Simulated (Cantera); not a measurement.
A closed system holds: 1 mol C₃H₈, 0.053 mol CO₂, 12 mol N₂, held at 31.0 bar.

Equilibrium computed with Cantera from the NASA thermochemical tables; the gas is ideal and each condensed phase is pure. Candidate condensed phases: C, C₆H₆, C₇H₈, C₈H₁₈, H₂O; 136 gas species. The ideal-gas law is rough above about 30 bar. Rates play no part.

x: gas mole fraction; n: condensed amount in mol.

```tsv
T (°C)	x N₂	x H₂	x HCN	x HNC	x CO	x C₂H₂ (acetylene)	n C(graphite)
1677	0.743	0.244	0.00513	0.000266	0.00658	0.000133	2.84
1752	0.742	0.243	0.00690	0.000410	0.00658	0.000220	2.81
1827	0.741	0.242	0.00908	0.000613	0.00658	0.000349	2.77
1902	0.739	0.240	0.0117	0.000890	0.00658	0.000536	2.72
1977	0.737	0.238	___	___	0.00658	___	2.65
2052	0.735	0.236	0.0184	0.00173	0.00658	0.00115	2.58
2127	0.732	0.233	0.0225	0.00234	0.00658	0.00162	2.49
2202	0.729	0.229	0.0272	0.00309	0.00658	0.00223	2.38
2277	0.726	0.225	0.0324	0.00401	0.00657	0.00299	2.25
2352	0.722	0.220	___	___	0.00657	___	2.11
2427	0.718	0.215	0.0441	0.00639	0.00657	0.00506	1.95
2502	0.713	0.208	0.0507	0.00788	0.00656	0.00639	1.77
```

Question: Fill in the missing entries.

Answer: 
- 1977, x HCN: 0.0148
- 1977, x HNC: 0.00126
- 1977, x C₂H₂ (acetylene): 0.000798
- 2352, x HCN: 0.0380
- 2352, x HNC: 0.00510
- 2352, x C₂H₂ (acetylene): 0.00393
